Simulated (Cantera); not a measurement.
An adiabatic, constant-pressure homogeneous reactor starts with 8.17 % C2H4, 15.4 % O2, 57.6 % N2, 18.8 % H2O, 0.106 % CO2, equivalence ratio 1.6, at 1625 K and 10.0 bar.

Cantera simulation using GRI-Mech 3.0 (53 species, 325 reactions); the numbers are that mechanism's predictions, not measurements. GRI-Mech 3.0 was tuned for natural gas; its chemistry of ethylene as a main component is partial and can be far from experiment.

One state of this run: T (K) = 2815; x C2H4 = <1e-12; x O2 = 0.000647; x H2O = 0.242; x NO = 0.00170; x HCO = 6.77e-7; x HO2 = 1.07e-6. x: mole fraction; the columns are a selection and need not sum to one.

Q: Which value of t (s) does it belong to?
(A) 1.00e-6
(B) 8.11e-6
(C) 2.85e-6
(D) 0.00433

A: D, 0.00433
